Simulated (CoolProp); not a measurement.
The fluid at 298.15 K and 3.45 MPa is throttled through a valve to 0.19 MPa with no heat exchange. The same conditions are run with several fluids, on thermodynamics alone (safety and materials aside).

Computed with CoolProp (reference Helmholtz-energy equation of state of each fluid (hydrogen chloride: Thol 2018; carbon dioxide: Span 1996; ethylene: Smukala 2000; dry air: Lemmon 2000; methane: Setzmann 1991)). Blends and air are pseudo-pure fits.

Task: Rank hydrogen chloride, carbon dioxide, ethylene, dry air, methane by temperature change (K), highest first.

Result: dry air (-7.2), methane (-14.7), ethylene (-42.4), carbon dioxide (-43.7), hydrogen chloride (-64.1)

```csv
fluid,final density (kg/m³)
hydrogen chloride,3.65
carbon dioxide,4.02
ethylene,2.55
dry air,2.28
methane,1.30
```
